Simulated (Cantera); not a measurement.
A closed system holds: 1 mol SiH2Cl2, 0.029 mol C3H8, 160 mol H2, equilibrated at 1.33 mbar.

Cantera equilibrium calculation (NASA polynomials, part measured and part estimated; ideal gas, pure solids and liquids). Candidate condensed phases: C, C6H6, C7H8, C8H18, Si, SiC; 109 gas species. Mutual solubility and eutectic melting of coexisting phases are not modelled. Gases not in the tables: Si2H6 and higher silanes. The numbers say what is thermodynamically allowed, not how fast it happens.

### Question
Which condensed phases are stable at each of these points (T (°C)): 1177, 1227, 1277, 1327, 1377, 1427, 1477, 1527, 1577?

### Answer
```json
[
 {"T (°C)": "1177", "condensed phases": "Si(s) + SiC(s)", "Si condensed (%)": "93.2"},
 {"T (°C)": "1227", "condensed phases": "Si(s) + SiC(s)", "Si condensed (%)": "92.8"},
 {"T (°C)": "1277", "condensed phases": "Si(s) + SiC(s)", "Si condensed (%)": "92.3"},
 {"T (°C)": "1327", "condensed phases": "Si(s) + SiC(s)", "Si condensed (%)": "91.1"},
 {"T (°C)": "1377", "condensed phases": "Si(s) + SiC(s)", "Si condensed (%)": "88.5"},
 {"T (°C)": "1427", "condensed phases": "Si(l) + SiC(s)", "Si condensed (%)": "82.7"},
 {"T (°C)": "1477", "condensed phases": "Si(l) + SiC(s)", "Si condensed (%)": "72.0"},
 {"T (°C)": "1527", "condensed phases": "Si(l) + SiC(s)", "Si condensed (%)": "49.6"},
 {"T (°C)": "1577", "condensed phases": "SiC(s)", "Si condensed (%)": "7.6"}
]
```

From 1177 °C to 1377 °C the condensed part is Si(s) + SiC(s). From 1427 °C to 1527 °C the condensed part is Si(l) + SiC(s). At 1577 °C the condensed part is SiC(s).
